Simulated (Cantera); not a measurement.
Input (Python, Cantera) and output of one run.

```python
import numpy as np
import cantera as ct

gas_names = """
    B BCL BCL2 BCL3 BH BH2 BH3 B2 CL CL2 H HCL H2
""".split()
cond_names = """
    B(b) B(L)
""".split()


# ... load() reads the species with a 1 bar reference pressure and builds the phases ...
atoms = {
    'BCl3': {'B': 1, 'CL': 3},
    'H2': {'H': 2},
}
top_T = {}  # K; cautious upper limits of use, not melting points


# ... equilibrate(T, P, feed) seeds the gas with the atoms and calls Mixture.equilibrate('TP', solver="vcs", rtol=1e-11, max_steps=5000) ...
results = []
feed = {'BCl3': 1, 'H2': 1.4}  # mol
P = 10000  # Pa
for T in [998, 1098, 1198, 1298, 1398, 1498, 1598]:
    mix = equilibrate(T, P, feed)
    results.append((T, P, feed, dict(zip(mix.species_names, mix.species_moles))))

top = {s: max(r[3][s] / sum(r[3][g] for g in gas_names) for r in results) for s in gas_names}
cols = sorted((s for s in top if top[s] > 1e-06), key=lambda s: -top[s])[:8]
seen = [c for c in cond_names if any(r[3].get(c, 0) > 1e-12 for r in results)]
print("log10 of partial pressures in bar; condensed amounts in mol")
print(f"{'T/K':>10s}" + "".join(f"{s[:9]:>10s}" for s in cols + seen))
for T, P, feed, n in results:
    ng = sum(n[g] for g in gas_names)
    print(f"{T:10.4g}" + "".join(f"{np.log10(max(n[s] / ng * P / 1e5, 1e-99)):10.3f}" for s in cols)
          + "".join(f"{n.get(c, 0):10.4g}" for c in seen))
```

Output:

```
log10 of partial pressures in bar; condensed amounts in mol
       T/K        H2       HCL      BCL3      BCL2       BCL        CL         H       BH2      B(b)
       998    -1.282    -1.993    -1.425    -6.833    -9.051   -10.050    -9.308    -9.701   0.08266
      1098    -1.307    -1.823    -1.448    -5.956    -7.757    -8.824    -8.260    -8.793    0.1234
      1198    -1.336    -1.689    -1.476    -5.234    -6.684    -7.803    -7.389    -8.047    0.1696
      1298    -1.370    -1.582    -1.507    -4.629    -5.782    -6.941    -6.655    -7.426    0.2188
      1398    -1.406    -1.497    -1.541    -4.117    -5.013    -6.203    -6.028    -6.903    0.2683
      1498    -1.443    -1.429    -1.577    -3.680    -4.351    -5.566    -5.487    -6.457    0.3154
      1598    -1.482    -1.375    -1.617    -3.304    -3.777    -5.010    -5.015    -6.074    0.3569
```

Cantera equilibrium calculation (NASA polynomials, part measured and part estimated; ideal gas, pure solids and liquids). The tables' values for BCl2, BCl are old estimates; treat these amounts as uncertain. Gases not in the tables: BHCl2.
